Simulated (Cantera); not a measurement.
**Adiabatic ignition**

An adiabatic, constant-pressure homogeneous reactor starts with 2.58 % C3H8, 20.5 % O2, 76.9 % N2, at 1775 K and 0.810 bar.

Detailed kinetics in Cantera: GRI-Mech 3.0 (53 species, 325 reactions). GRI-Mech 3.0 was tuned for natural gas; its chemistry of propane as a main component is partial and can be far from experiment.

```
t (s)     T (K)   x C3H8    x O2    x CH2     x H2     x CO
--------  -----  -------  ------  -------  -------  -------
9.00e-6    1778  0.00719   0.187  3.65e-5  0.00884  0.00584
2.41e-5    2317   <1e-12  0.0866  5.12e-9  0.00767   0.0500
6.48e-5    2400   <1e-12  0.0770   <1e-12  0.00886   0.0315
0.000174   2530   <1e-12  0.0764   <1e-12  0.00724   0.0278
0.000466   2663   <1e-12  0.0752   <1e-12  0.00535   0.0226
0.00125    2694   <1e-12  0.0733   <1e-12  0.00484   0.0209
0.00335    2688   <1e-12  0.0704   <1e-12  0.00481   0.0207
0.00900    2683   <1e-12  0.0683   <1e-12  0.00479   0.0206
0.0241     2682   <1e-12  0.0680   <1e-12  0.00479   0.0206
0.0648     2682   <1e-12  0.0680   <1e-12  0.00479   0.0206
0.174      2682   <1e-12  0.0680   <1e-12  0.00479   0.0206
0.466      2682   <1e-12  0.0680   <1e-12  0.00479   0.0206
1.25       2682   <1e-12  0.0680   <1e-12  0.00479   0.0206
3.35       2682   <1e-12  0.0680   <1e-12  0.00479   0.0206
9.00       2682   <1e-12  0.0680   <1e-12  0.00479   0.0206
```
x: mole fraction; the columns are a selection and need not sum to one.

- time of steepest temperature rise = 16.4 µs
- temperature at 9.00 s = 2682 K
- equilibrium temperature = 2682 K
- x(C3H8) at 9.00 s = <1e-12 (gas-phase equilibrium <1e-12)
- x(O2) at 9.00 s = 0.0680 (gas-phase equilibrium 0.0680)
- x(CH2) at 9.00 s = <1e-12 (gas-phase equilibrium <1e-12)
